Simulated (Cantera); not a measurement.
Gas mixture: O2 = 0.2 (molar parts), at 20.0 Torr, frozen composition.

Cantera's kinetic-theory transport with the Lennard-Jones parameters of GRI-Mech 3.0, ideal gas; thermal conductivity in the mixture-averaged form.

One state of this run: ρ (kg/m³) = 0.0128; cp (J/kg/K) = 1055; μ (µPa s) = 41.4; λ (mW/m/K) = 61.4; Pr = 0.710; D (cm²/s) H2O = 54.4; D (cm²/s) N2 = 42.6; D (cm²/s) CO2 = 33.7. D: mixture-averaged diffusion coefficient of that species in the mixture.

### Question
Which value of T (K) does it belong to?
(A) 800
(B) 700
(C) 600
(D) 900

### Answer
A, 800
